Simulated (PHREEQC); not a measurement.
Solution (25 °C): 0.0021 mol Fe(NO3)3 per kg of water. Closed to the air; pH follows from the charge balance.

The numbers come from PHREEQC with the ion-association model, phreeqc.dat.

The pH is 2.78. The ionic strength comes out as 0.00960 mol/kgw and the total alkalinity is -4.20 meq/kg.

```csv
species,molality,activity,log γ
NO3-,0.00630,0.00567,-0.046
H+,0.00181,0.00166,-0.039
FeOH+2,0.00123,0.000828,-0.172
Fe+3,0.000475,0.000213,-0.349
Fe(OH)2+,0.000182,0.000165,-0.043
Fe2(OH)2+4,9.35e-5,1.85e-5,-0.705
Fe3(OH)4+5,8.04e-6,6.37e-7,-1.101
Fe(OH)3,1.28e-8,1.28e-8,0.001
```

Precipitation was switched off in this run. Saturation is exceeded, for instance for Hematite (slow to form), Goethite (slow to form); the values hold only as long as no solid forms.
